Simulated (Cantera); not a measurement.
A Cantera script and what it prints.

```python
import numpy as np
import cantera as ct

gas_names = [...]  # 95 gases of nasa_gas.yaml made of C, F, H
cond_names = """
    C(gr) C6H6(L) C7H8(L) C8H18(L),n-octa
""".split()


# ... load() reads the species with a 1 bar reference pressure and builds the phases ...
atoms = {
    'CF4': {'C': 1, 'F': 4},
    'CH4': {'C': 1, 'H': 4},
    'H2': {'H': 2},
}
top_T = {'C(gr)': 4500}  # K; cautious upper limits of use, not melting points


# ... equilibrate(T, P, feed) seeds the gas with the atoms and calls Mixture.equilibrate('TP', solver="vcs", rtol=1e-11, max_steps=5000) ...
results = []
feed = {'CF4': 1, 'CH4': 0.22, 'H2': 8.5}  # mol
P = 10000  # Pa
for T in [1023, 1223, 1423, 1623, 1823, 2023, 2223, 2423]:
    mix = equilibrate(T, P, feed)
    results.append((T, P, feed, dict(zip(mix.species_names, mix.species_moles))))

top = {s: max(r[3][s] / sum(r[3][g] for g in gas_names) for r in results) for s in gas_names}
cols = sorted((s for s in top if top[s] > 1e-05), key=lambda s: -top[s])[:6]
seen = [c for c in cond_names if any(r[3].get(c, 0) > 1e-12 for r in results)]
print("log10 of partial pressures in bar; condensed amounts in mol")
print(f"{'T/K':>10s}" + "".join(f"{s[:9]:>10s}" for s in cols + seen))
for T, P, feed, n in results:
    ng = sum(n[g] for g in gas_names)
    print(f"{T:10.4g}" + "".join(f"{np.log10(max(n[s] / ng * P / 1e5, 1e-99)):10.3f}" for s in cols)
          + "".join(f"{n.get(c, 0):10.4g}" for c in seen))
```

Output:

```
log10 of partial pressures in bar; condensed amounts in mol
       T/K        H2        HF         H C2H2,acet       CH4         F     C(gr)
      1023    -1.200    -1.436    -8.983    -9.879    -3.526   -15.969     1.187
      1223    -1.198    -1.437    -7.121    -8.003    -4.272   -12.984     1.214
      1423    -1.198    -1.437    -5.777    -6.662    -4.815   -10.831     1.218
      1623    -1.198    -1.437    -4.759    -5.656    -5.225    -9.204     1.219
      1823    -1.198    -1.437    -3.962    -4.873    -5.543    -7.930     1.217
      2023    -1.201    -1.438    -3.322    -4.250    -5.800    -6.905     1.207
      2223    -1.208    -1.440    -2.797    -3.745    -6.017    -6.062      1.18
      2423    -1.226    -1.447    -2.364    -3.337    -6.220    -5.355     1.116
```

Equilibrium computed with Cantera from the NASA thermochemical tables; the gas is ideal and each condensed phase is pure.
